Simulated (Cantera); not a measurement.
Cantera run:

```python
import numpy as np
import cantera as ct

gas_names = """
    H HO2 H2 H2O H2O2 O OH O2 O3 Pb PbO Pb2
""".split()
cond_names = """
    H2O(s) H2O(L) Pb(cr) Pb(L) PbO(rd) PbO(yw) PbO(L) PbO2(s) Pb3O4(s)
""".split()


# ... load() reads the species with a 1 bar reference pressure and builds the phases ...
atoms = {
    'PbO': {'Pb': 1, 'O': 1},
    'H2': {'H': 2},
}
top_T = {'Pb3O4(s)': 820}  # K; cautious upper limits of use, not melting points


# ... equilibrate(T, P, feed) seeds the gas with the atoms and calls Mixture.equilibrate('TP', solver="vcs", rtol=1e-11, max_steps=5000) ...
results = []
feed = {'PbO': 1, 'H2': 0.037}  # mol
P = 200000  # Pa
for T in [1125, 1150, 1175, 1200, 1225, 1250, 1275, 1300, 1325, 1350, 1375]:
    mix = equilibrate(T, P, feed)
    results.append((T, P, feed, dict(zip(mix.species_names, mix.species_moles))))

top = {s: max(r[3][s] / sum(r[3][g] for g in gas_names) for r in results) for s in gas_names}
cols = sorted((s for s in top if top[s] > 0.001), key=lambda s: -top[s])[:8]
seen = [c for c in cond_names if any(r[3].get(c, 0) > 1e-12 for r in results)]
print("log10 of partial pressures in bar; condensed amounts in mol")
print(f"{'T/K':>10s}" + "".join(f"{s[:9]:>10s}" for s in cols + seen))
for T, P, feed, n in results:
    ng = sum(n[g] for g in gas_names)
    print(f"{T:10.4g}" + "".join(f"{np.log10(max(n[s] / ng * P / 1e5, 1e-99)):10.3f}" for s in cols)
          + "".join(f"{n.get(c, 0):10.4g}" for c in seen))
```

It prints:

```
log10 of partial pressures in bar; condensed amounts in mol
       T/K       H2O        Pb     Pb(L)   PbO(yw)    PbO(L)
      1125     0.301    -3.723   0.03699     0.963         0
      1150     0.301    -3.538   0.03699     0.963         0
      1175     0.301    -3.361   0.03698         0     0.963
      1200     0.301    -3.192   0.03698         0     0.963
      1225     0.301    -3.029   0.03697         0     0.963
      1250     0.301    -2.874   0.03696         0     0.963
      1275     0.300    -2.724   0.03695         0     0.963
      1300     0.300    -2.581   0.03693         0     0.963
      1325     0.300    -2.443   0.03691         0     0.963
      1350     0.299    -2.310   0.03689         0     0.963
      1375     0.299    -2.183   0.03685         0     0.963
```

Method: chemical equilibrium by Gibbs-energy minimisation in Cantera with the NASA 1993 tables (ideal gas, pure condensed phases). Each liquid is taken as pure. Mutual solubility and eutectic melting of coexisting phases are not modelled. Gases not in the tables: (PbO)n polymers.
